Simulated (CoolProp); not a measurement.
Vapour-liquid equilibrium of n-octane (1) + m-xylene (2) at 501.9 K; x and y are mole fractions of (1).

Values from CoolProp's multi-fluid Helmholtz-energy mixture model, Beckmüller 2019 and Zhou 2012; pair parameters Bell 2016.

Give the bubble pressure and the first vapour's composition at x = 0.15, 0.55, 0.75. Is there an azeotrope?

x = 0.15: 733.8 kPa, y = 0.186; x = 0.55: 827.2 kPa, y = 0.599; x = 0.75: 868.5 kPa, y = 0.782. No azeotrope shows between x = 0.05 and 0.95.

Pair parameters are fitted to limited data, so mixtures are less certain than the pure fluids.
